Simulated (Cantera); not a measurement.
A closed system holds: 1 mol CH4, 1.9 mol CO2, 60 mol H2, equilibrated at 5550 Torr.

Equilibrium computed with Cantera from the NASA thermochemical tables; the gas is ideal and each condensed phase is pure. Candidate condensed phases: C, C6H6, C7H8, C8H18, H2O; 110 gas species. The numbers say what is thermodynamically allowed, not how fast it happens. All values below are at 1975 °C.

Base state: H2 0.939, CO 0.0445, H2O 0.0137, H 0.00262, CO2 0.000120 (mole fractions); condensed: gas only.

Problem. What changes in the equilibrium state with this change: pressure from 5550 Torr to 1.00 Torr?

Solution. 
```csv
species,before,after
H2,0.939,0.770
H,0.00262,0.177
CO,0.0445,0.0406
H2O,0.0137,0.0120
O,1.10e-8,6.54e-5
OH,5.73e-6,0.000414
```
